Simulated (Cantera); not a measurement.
Low-pressure radical oxidation in H2/O2

An isothermal, constant-pressure homogeneous reactor starts with 2.67 % H2, 57.9 % O2, 39.4 % N2, equivalence ratio 0.023, at 1398 K and 0.00671 atm.

Cantera simulation using the H2/O2 subset of GRI-Mech 3.0, which has no nitrogen chemistry; the numbers are that mechanism's predictions, not measurements. Radical loss at walls, strong at low pressure, is not modelled.

```tsv
t (s)	x H2	x O2	x HO2	x H	x H2O2	x O	x H2O
0.000800	0.0267	0.579	1.43e-7	1.82e-7	2.51e-10	4.89e-7	5.28e-7
0.00174	0.0266	0.579	3.11e-7	4.32e-6	1.03e-9	1.22e-5	1.63e-5
0.00376	0.0158	0.571	5.29e-7	0.00199	1.91e-8	0.00592	0.00792
0.00816	0.000421	0.556	4.75e-7	0.00284	1.38e-8	0.0201	0.0232
0.0177	0.000400	0.556	4.70e-7	0.00275	1.35e-8	0.0199	0.0233
0.0384	0.000388	0.557	4.66e-7	0.00262	1.34e-8	0.0193	0.0234
0.0833	0.000365	0.558	4.56e-7	0.00237	1.32e-8	0.0180	0.0236
0.181	0.000320	0.560	4.34e-7	0.00192	1.28e-8	0.0156	0.0240
0.392	0.000245	0.563	3.91e-7	0.00125	1.20e-8	0.0117	0.0247
0.850	0.000147	0.567	3.12e-7	0.000569	1.01e-8	0.00685	0.0255
1.84	6.43e-5	0.571	2.02e-7	0.000160	7.18e-9	0.00293	0.0262
4.00	2.09e-5	0.573	1.01e-7	2.94e-5	4.10e-9	0.000942	0.0266
```
x: mole fraction; the columns are a selection and need not sum to one.

Equilibrium at this temperature and pressure: H2 1.90e-7, O2 0.574, HO2 2.82e-8, H 2.52e-8, H2O2 1.86e-10, O 8.48e-6, H2O 0.0270 (gas phase only).
